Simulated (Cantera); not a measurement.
Cantera run, input and output.

```python
import numpy as np
import cantera as ct

gas = ct.Solution("h2o2.yaml")
gas.TPX = 925, 24000, {'H2': 1.6, 'O2': 1, 'N2': 5.2}
inlet = ct.Reservoir(gas, clone=True)

reactor = ct.IdealGasConstPressureReactor(gas, energy="off", clone=False)
exhaust = ct.Reservoir(gas, clone=True)
tau = [1.5, 0.68, 0.31, 0.14, 0.063, 0.029, 0.013, 0.0059, 0.0027, 0.0012][0]
for a, b in ((inlet, reactor), (reactor, exhaust)):
    ct.MassFlowController(a, b, mdot=lambda t: reactor.mass / tau)
net = ct.ReactorNet([reactor])
show = ['H2', 'O2', 'O', 'H2O', 'HO2', 'H']

rows = []
print(f"{'tau/s':>10s}{'T/K':>9s}" + "".join(f"{s:>11s}" for s in show))
for tau in [1.5, 0.68, 0.31, 0.14, 0.063, 0.029, 0.013, 0.0059, 0.0027, 0.0012]:
    net.initial_time = 0.0
    net.advance(30 * tau)
    before = gas.X
    net.advance(40 * tau)
    drift = np.max(np.abs(gas.X - before) / (gas.X + 1e-9))
    rows.append([gas.T, *gas[show].X, drift])
    print(f"{tau:10.3e}{gas.T:9.1f}" + "".join(f"{x:11.3e}" for x in gas[show].X))
```

It prints:

```
     tau/s      T/K         H2         O2          O        H2O        HO2          H
 1.500e+00    925.0  7.169e-03  3.204e-02  6.863e-06  2.206e-01  1.646e-05  1.305e-05
 6.800e-01    925.0  8.388e-03  3.263e-02  1.321e-05  2.192e-01  1.722e-05  2.817e-05
 3.100e-01    925.0  1.037e-02  3.359e-02  2.404e-05  2.169e-01  1.817e-05  5.974e-05
 1.400e-01    925.0  1.345e-02  3.509e-02  4.202e-05  2.135e-01  1.935e-05  1.257e-04
 6.300e-02    925.0  1.800e-02  3.731e-02  7.086e-05  2.083e-01  2.079e-05  2.599e-04
 2.900e-02    925.0  2.431e-02  4.040e-02  1.144e-04  2.011e-01  2.246e-05  5.130e-04
 1.300e-02    925.0  3.341e-02  4.488e-02  1.834e-04  1.906e-01  2.450e-05  1.004e-03
 5.900e-03    925.0  4.562e-02  5.093e-02  2.863e-04  1.763e-01  2.681e-05  1.873e-03
 2.700e-03    925.0  6.158e-02  5.892e-02  4.362e-04  1.575e-01  2.921e-05  3.325e-03
 1.200e-03    925.0  8.293e-02  6.968e-02  6.545e-04  1.320e-01  3.142e-05  5.683e-03
```

Cantera simulation using the H2/O2 subset of GRI-Mech 3.0, which has no nitrogen chemistry; the numbers are that mechanism's predictions, not measurements. Below about 950 K walls govern HO2 and H2O2 in real vessels. The temperature is held fixed by assumption; the heat of reaction is taken as removed at once.
